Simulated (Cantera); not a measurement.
Feed: 1 mol AlCl3, a varied amount of O2, 1.2 mol N2, equilibrated at 1452 °C and 0.133 bar.

Method: chemical equilibrium by Gibbs-energy minimisation in Cantera with the NASA 1993 tables (ideal gas, pure condensed phases). Candidate condensed phases: Al, AlCl3, AlN, Al2O3; 24 gas species. Rates play no part.

x: gas mole fraction; n: condensed amount in mol.

```tsv
n(O2) (mol)	x O2	x Cl	x N2	x Cl2	x NO	x ClO	n Al2O3(s)
3.6	0.457	0.217	0.192	0.131	0.00232	0.00102	0.498
6.9	0.637	0.163	0.123	0.0736	0.00220	0.000905	0.499
10	0.721	…	…	…	0.00202	…	0.499
13	0.771	…	…	…	0.00188	…	0.499
17	0.815	0.0972	0.0594	0.0263	0.00172	0.000612	0.500
20	0.837	0.0874	0.0515	0.0213	0.00163	0.000558	0.500
23	0.855	0.0796	0.0454	0.0176	0.00154	0.000514	0.500
26	0.869	0.0731	0.0406	0.0149	0.00147	0.000476	0.500
29	0.881	0.0676	0.0368	0.0128	0.00141	0.000443	0.500
```

Q: Some entries are withheld; supply them.

A: 
- 10, x Cl: 0.134
- 10, x N2: 0.0927
- 10, x Cl2: 0.0498
- 10, x ClO: 0.000792
- 13, x Cl: 0.115
- 13, x N2: 0.0747
- 13, x Cl2: 0.0367
- 13, x ClO: 0.000703
